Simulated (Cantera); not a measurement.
A Cantera script and what it prints.

```python
import numpy as np
import cantera as ct

gas_names = [...]  # 113 gases of nasa_gas.yaml made of C, H, O, Pb
cond_names = """
    C(gr) C6H6(L) C7H8(L) C8H18(L),n-octa H2O(s) H2O(L) Pb(cr) Pb(L) PbO(rd) PbO(yw) PbO(L) PbO2(s)
    Pb3O4(s)
""".split()


# ... load() reads the species with a 1 bar reference pressure and builds the phases ...
atoms = {
    'Pb': {'Pb': 1},
    'H2': {'H': 2},
    'CO': {'C': 1, 'O': 1},
}
top_T = {'C(gr)': 4500, 'Pb3O4(s)': 820}  # K; cautious upper limits of use, not melting points


# ... equilibrate(T, P, feed) seeds the gas with the atoms and calls Mixture.equilibrate('TP', solver="vcs", rtol=1e-11, max_steps=5000) ...
results = []
feed = {'Pb': 1, 'H2': 0.48, 'CO': 1.4}  # mol
P = 101325  # Pa
for T in [1023, 1073, 1123, 1173, 1223, 1273, 1323, 1373]:
    mix = equilibrate(T, P, feed)
    results.append((T, P, feed, dict(zip(mix.species_names, mix.species_moles))))

top = {s: max(r[3][s] / sum(r[3][g] for g in gas_names) for r in results) for s in gas_names}
cols = sorted((s for s in top if top[s] > 0.0001), key=lambda s: -top[s])[:9]
seen = [c for c in cond_names if any(r[3].get(c, 0) > 1e-12 for r in results)]
print("log10 of partial pressures in bar; condensed amounts in mol")
print(f"{'T/K':>10s}" + "".join(f"{s[:9]:>10s}" for s in cols + seen))
for T, P, feed, n in results:
    ng = sum(n[g] for g in gas_names)
    print(f"{T:10.4g}" + "".join(f"{np.log10(max(n[s] / ng * P / 1e5, 1e-99)):10.3f}" for s in cols)
          + "".join(f"{n.get(c, 0):10.4g}" for c in seen))
```

It prints:

```
log10 of partial pressures in bar; condensed amounts in mol
       T/K        CO        H2       CO2       H2O        Pb       CH4     C(gr)     Pb(L)
      1023    -0.228    -0.599    -0.903    -1.390    -4.574    -2.322    0.2555         1
      1073    -0.173    -0.596    -1.197    -1.655    -4.136    -2.531     0.141    0.9999
      1123    -0.146    -0.595    -1.512    -1.921    -3.738    -2.722   0.07265    0.9997
      1173    -0.134    -0.593    -1.822    -2.177    -3.375    -2.897    0.0371    0.9992
      1223    -0.128    -0.592    -2.118    -2.417    -3.042    -3.059   0.01939    0.9983
      1273    -0.126    -0.591    -2.396    -2.642    -2.736    -3.209    0.0105    0.9966
      1323    -0.125    -0.591    -2.654    -2.851    -2.454    -3.349  0.005893    0.9935
      1373    -0.126    -0.592    -2.895    -3.047    -2.193    -3.481  0.003424     0.988
```

Equilibrium computed with Cantera from the NASA thermochemical tables; the gas is ideal and each condensed phase is pure.
